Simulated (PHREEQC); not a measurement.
A column of 0.2 m (40 cells, dispersivity 0.007 m, 3600 s a shift, diffusion coefficient 3e-10 m²/s) holds 0.3 eq of the database's cation exchanger X per kg of pore water, first in equilibrium with 0.0063 mol/kgw KBr, 0.099 mol/kgw KCl and 1e-05 mol/kgw HCl. It is flushed with 0.0047 mol/kgw ZnSO4, 0.092 mol/kgw CaCl2, 0.019 mol/kgw MnCl2 and 1e-05 mol/kgw HCl, at 40 °C. Values are for the last cell. No CO2 enters from the air. No solid was allowed to form.

Base run: PHREEQC, ion-association model, phreeqc.dat. Each further column changes one thing. The table gives Ca in solution (mol/kgw).

```json
[
 {"pore volumes": "0", "base": "0", "exchange capacity from 0.3 to 0.15 eq/kgw": "0", "dispersivity from 0.007 to 0.014 m": "0"},
 {"pore volumes": "0.7625", "base": "8.86e-9", "exchange capacity from 0.3 to 0.15 eq/kgw": "1.11e-5", "dispersivity from 0.007 to 0.014 m": "7.17e-6"},
 {"pore volumes": "1.363", "base": "0.00402", "exchange capacity from 0.3 to 0.15 eq/kgw": "0.0239", "dispersivity from 0.007 to 0.014 m": "0.00886"},
 {"pore volumes": "2.112", "base": "0.0346", "exchange capacity from 0.3 to 0.15 eq/kgw": "0.0729", "dispersivity from 0.007 to 0.014 m": "0.0401"},
 {"pore volumes": "2.862", "base": "0.0667", "exchange capacity from 0.3 to 0.15 eq/kgw": "0.0890", "dispersivity from 0.007 to 0.014 m": "0.0655"},
 {"pore volumes": "3.612", "base": "0.0838", "exchange capacity from 0.3 to 0.15 eq/kgw": "0.0916", "dispersivity from 0.007 to 0.014 m": "0.0801"},
 {"pore volumes": "4.213", "base": "0.0891", "exchange capacity from 0.3 to 0.15 eq/kgw": "0.0919", "dispersivity from 0.007 to 0.014 m": "0.0861"},
 {"pore volumes": "4.963", "base": "0.0913", "exchange capacity from 0.3 to 0.15 eq/kgw": "0.0920", "dispersivity from 0.007 to 0.014 m": "0.0896"}
]
```

Away from 25 °C the constants follow the database's enthalpies or fits; those with neither stay at their 25 °C values.
